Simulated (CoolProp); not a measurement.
C3F8 (R218) along the isotherm 371.9 K: Z from the reference equation and from simpler models built on Tc = 345.0 K, pc = 2640 kPa, ω = 0.317; each cubic takes its own stable root.

The numbers come from the reference Helmholtz-energy equation of state, Lemmon 2006 in CoolProp. It is a short technical equation, of lower accuracy than the large ones.

```tsv
p (kPa)	phase	reference
12.5	gas	0.9988
28.5	gas	0.9973
64.9	gas	0.9938
148	gas	0.9858
336	gas	0.9674
765	gas	0.9230
1740	gas	0.8075
3960	supercritical	0.4452
```

How far does each simpler model (van der Waals, Soave-Redlich-Kwong, Peng-Robinson) lie from the reference over these 8 states: mean and median of the absolute difference, and the worst?


- van der Waals: mean 1.1 %, median 0.0 %, worst -8.3 % at 371.9 K and 3960 kPa
- Soave-Redlich-Kwong: mean 1.2 %, median 0.1 %, worst +9.1 % at 371.9 K and 3960 kPa
- Peng-Robinson: mean 0.9 %, median 0.4 %, worst +2.5 % at 371.9 K and 3960 kPa
